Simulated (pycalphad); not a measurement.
All values are pycalphad results on the COST 507 light-alloy database (1999) (1 atm), not direct measurements. No gas phase is included, though pure Mn would boil below 2077 °C. The data set is of 1999 and partly superseded. Diffusion is slow at the low end, where real alloys seldom reach equilibrium.

Molar enthalpy of Mn-1.34Si (at.%) in equilibrium (SER reference):

```json
[
 {"T (°C)": "2077", "H (kJ/mol)": "101.31", "phases": "LIQUID"},
 {"T (°C)": "1977", "H (kJ/mol)": "96.54", "phases": "LIQUID"},
 {"T (°C)": "1877", "H (kJ/mol)": "91.77", "phases": "LIQUID"},
 {"T (°C)": "1777", "H (kJ/mol)": "86.99", "phases": "LIQUID"},
 {"T (°C)": "1677", "H (kJ/mol)": "82.22", "phases": "LIQUID"},
 {"T (°C)": "1577", "H (kJ/mol)": "77.45", "phases": "LIQUID"},
 {"T (°C)": "1477", "H (kJ/mol)": "72.68", "phases": "LIQUID"},
 {"T (°C)": "1377", "H (kJ/mol)": "67.91", "phases": "LIQUID"},
 {"T (°C)": "1277", "H (kJ/mol)": "63.13", "phases": "LIQUID"},
 {"T (°C)": "1177", "H (kJ/mol)": "45.96", "phases": "BCC_A2"},
 {"T (°C)": "1077", "H (kJ/mol)": "37.32", "phases": "CUB_A13"},
 {"T (°C)": "977", "H (kJ/mol)": "33.34", "phases": "CUB_A13"},
 {"T (°C)": "877", "H (kJ/mol)": "29.48", "phases": "CUB_A13"},
 {"T (°C)": "777", "H (kJ/mol)": "25.74", "phases": "CUB_A13"},
 {"T (°C)": "677", "H (kJ/mol)": "19.87", "phases": "CBCC_A12"},
 {"T (°C)": "577", "H (kJ/mol)": "16.24", "phases": "CBCC_A12"},
 {"T (°C)": "477", "H (kJ/mol)": "12.75", "phases": "CBCC_A12"},
 {"T (°C)": "377", "H (kJ/mol)": "9.42", "phases": "CBCC_A12"},
 {"T (°C)": "277", "H (kJ/mol)": "6.24", "phases": "CBCC_A12"}
]
```

Cooling from 1277 °C to 1177 °C, across the freezing range, releases 17.2 kJ/mol, or 315 J/g. The slope is 48 J/(mol K) in the liquid and 86 J/(mol K) just below the solidus, where it includes any heat of precipitation. Liquidus 1239 °C, solidus 1231 °C. Changes were sought between steps of 100 K, so a narrower field can be missed.

BCC_A2 is bcc; CBCC_A12 is α-Mn; CUB_A13 is β-Mn.
